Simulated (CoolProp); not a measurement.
Properties of carbonyl sulfide along the isobar 101 kPa.

Model: reference Helmholtz-energy equation of state, Lemmon 2006, in CoolProp. It is a short technical equation, of lower accuracy than the large ones.

| T (K) | phase | density (kg/m³) | cp (kJ/(kg K)) | cv (kJ/(kg K)) | speed of sound (m/s) | expansivity (1/kK) |
|---|---|---|---|---|---|---|
| 195.2 | liquid | 1232 | 1.164 | 0.7200 | 1164 | 1.646 |
| 207 | liquid | 1208 | 1.168 | 0.7124 | 1109 | 1.714 |
| 218.8 | liquid | 1183 | 1.177 | 0.7073 | 1054 | 1.795 |
| 230.6 | gas | 3.247 | 0.6547 | 0.4995 | 199.3 | 4.713 |
| 242.3 | gas | 3.078 | 0.6613 | 0.5091 | 204.2 | 4.424 |
| 254.1 | gas | 2.926 | 0.6691 | 0.5192 | 208.9 | 4.173 |
| 265.9 | gas | 2.789 | 0.6774 | 0.5293 | 213.5 | 3.954 |
| 277.7 | gas | 2.665 | 0.6860 | 0.5393 | 218.0 | 3.760 |
| 289.5 | gas | 2.552 | 0.6947 | 0.5491 | 222.4 | 3.587 |
| 301.2 | gas | 2.449 | 0.7032 | 0.5585 | 226.6 | 3.432 |
